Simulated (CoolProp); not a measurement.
A Linde-Hampson liquefier for normal hydrogen: isothermal reversible compression at 230 K from 1 atm to 10 MPa, throttling to 1 atm, return gas leaving the recuperator 0 K below the feed. Each further row changes one setting.

Model: reference Helmholtz-energy equation of state, Leachman 2009, in CoolProp.

| case | compression work (kJ/kg of gas) |
|---|---|
| as stated | 4420 |
| high pressure 20 MPa | 5150 |
| warm-end temperature 260 K | 4990 |
| warm-end gap 5 K | 4420 |
